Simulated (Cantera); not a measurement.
An isothermal, constant-pressure homogeneous reactor starts with 0.202 % CO, 3.65 % O₂, 0.0192 % H₂O, 96.1 % N₂, at 1373 K and 188 Torr.

Cantera simulation using GRI-Mech 3.0 (53 species, 325 reactions); the numbers are that mechanism's predictions, not measurements.

x: mole fraction; the columns are a selection and need not sum to one.

```csv
t (s),x CO,x O₂,x H₂O,x H₂,x HO₂,x N₂O
1.00e-6,0.00202,0.0365,0.000192,<1e-12,<1e-12,<1e-12
4.06e-6,0.00202,0.0365,0.000192,<1e-12,<1e-12,<1e-12
1.65e-5,0.00202,0.0365,0.000192,<1e-12,<1e-12,<1e-12
6.69e-5,0.00202,0.0365,0.000192,<1e-12,2.15e-12,<1e-12
0.000271,0.00202,0.0365,0.000192,<1e-12,8.52e-12,<1e-12
0.00110,0.00202,0.0365,0.000192,<1e-12,3.33e-11,<1e-12
0.00447,0.00202,0.0365,0.000192,7.27e-12,2.10e-10,6.70e-12
0.0182,0.00202,0.0365,0.000192,9.92e-10,1.02e-8,3.18e-10
0.0737,0.000855,0.0356,0.000160,1.46e-6,3.31e-7,?
0.299,2.04e-5,0.0355,0.000185,1.48e-7,9.14e-8,?
1.21,7.26e-7,0.0356,0.000191,9.34e-9,1.02e-8,?
4.93,4.20e-8,0.0356,0.000192,1.36e-9,1.33e-9,?
20.0,1.36e-8,0.0356,0.000192,6.20e-10,6.01e-10,?
```

Task: Some entries are withheld; supply them.

Result: 
- 0.0737, x N₂O: 4.36e-7
- 0.299, x N₂O: 5.82e-7
- 1.21, x N₂O: 2.80e-7
- 4.93, x N₂O: 2.83e-8
- 20.0, x N₂O: 1.03e-8
